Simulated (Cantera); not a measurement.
# Ignition delay

Mixture: CH3OH : O2 : N2 : H2O = 1 : 2.24 : 15.4 : 2.2 (molar parts), at 4.93 atm, adiabatic and at constant pressure. Ignition delay is the time to a rise of 400 K.

Computed with Cantera and GRI-Mech 3.0 (53 species, 325 reactions). GRI-Mech 3.0 was tuned for natural gas; its chemistry of methanol as a main component is partial and can be far from experiment.

```tsv
T0 (K)	delay (ms)
1248	1.25
1298	0.604
1348	0.314
1398	0.174
1448	0.103
1498	0.0638
1548	0.0417
1598	0.0286
1648	0.0206
1698	0.0156
```

```json
{
 "apparent activation energy between 1598 and 1698 K": "140 kJ/mol"
}
```
